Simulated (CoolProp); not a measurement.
Vapour-liquid equilibrium of R113 (1) + ethanol (2) at 403.3 K; x and y are mole fractions of (1).

Model: multi-fluid Helmholtz-energy mixture model, Marx 1992 and Schroeder 2014; pair parameters Bell 2016, in CoolProp.

Q: Give the bubble pressure and the first vapour's composition at x = 0.125, 0.425, 0.65. Is there an azeotrope?

A: x = 0.125: 8.811 bar, y = 0.382; x = 0.425: 10.59 bar, y = 0.548; x = 0.65: 10.73 bar, y = 0.620. y crosses x between x = 0.575 and 0.65: the model has an azeotrope there.

Pair parameters are fitted to limited data, so mixtures are less certain than the pure fluids. With so large a gap from Raoult's law the liquid may split in two, which this calculation doesn't test in full.
